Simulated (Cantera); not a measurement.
Mixture: CH₄ : O₂ : N₂ = 1 : 2 : 5.6 (molar parts), equivalence ratio 1.0, at 0.642 atm, adiabatic and at constant pressure. Ignition delay is the time to a rise of 400 K.

Model: GRI-Mech 3.0 (53 species, 325 reactions), integrated in Cantera.

Question: Predict: delay at 1200 K; delay at 1250 K; delay at 1300 K; delay at 1350 K; delay at 1400 K; delay at 1450 K; apparent activation energy between 1350 and 1450 K.

Answer: 
- delay at 1200 K: 51.0 ms
- delay at 1250 K: 25.0 ms
- delay at 1300 K: 12.8 ms
- delay at 1350 K: 6.77 ms
- delay at 1400 K: 3.74 ms
- delay at 1450 K: 2.16 ms
- apparent activation energy between 1350 and 1450 K: 190 kJ/mol
